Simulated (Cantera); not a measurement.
An adiabatic, constant-pressure homogeneous reactor starts with H2 : O2 : N2 = 1 : 0.649 : 1.82 (molar parts), equivalence ratio 0.77, at 1525 K and 10.0 bar. Integrator tolerance rtol = 1e-08.

Detailed kinetics in Cantera: GRI-Mech 3.0 (53 species, 325 reactions). The hydrogen kinetics of GRI-Mech 3.0 are dated; newer H2 mechanisms differ, most at raised pressure. Above 3000 K some thermodynamic fits are extrapolated.

```
quantity                                                            before                                    after
---------------------------------  ---------------------------------------  ---------------------------------------
time of steepest temperature rise                                  1.14 µs                                  59.0 µs
temperature at 0.500 s                                              3055 K                                   2912 K
equilibrium temperature                                             3055 K                                   2912 K
x(H2) at 0.500 s                     0.0240 (gas-phase equilibrium 0.0240)    0.0156 (gas-phase equilibrium 0.0156)
x(O2) at 0.500 s                     0.0397 (gas-phase equilibrium 0.0397)    0.0403 (gas-phase equilibrium 0.0403)
x(N2O) at 0.500 s                  2.96e-6 (gas-phase equilibrium 2.96e-6)  2.52e-6 (gas-phase equilibrium 2.52e-6)
x(O) at 0.500 s                    0.00864 (gas-phase equilibrium 0.00864)  0.00530 (gas-phase equilibrium 0.00530)
x(H) at 0.500 s                    0.00920 (gas-phase equilibrium 0.00920)  0.00476 (gas-phase equilibrium 0.00476)
x(H2O) at 0.500 s                      0.279 (gas-phase equilibrium 0.279)      0.298 (gas-phase equilibrium 0.298)
```

Question: Name the change that produced these shifts.
A) initial temperature 1525 to 1475 K
B) initial temperature 1525 to 1200 K
C) pressure from 10.0 bar to 1.01 bar
D) pressure from 10.0 bar to 2.40 bar

Answer: B, initial temperature 1525 to 1200 K
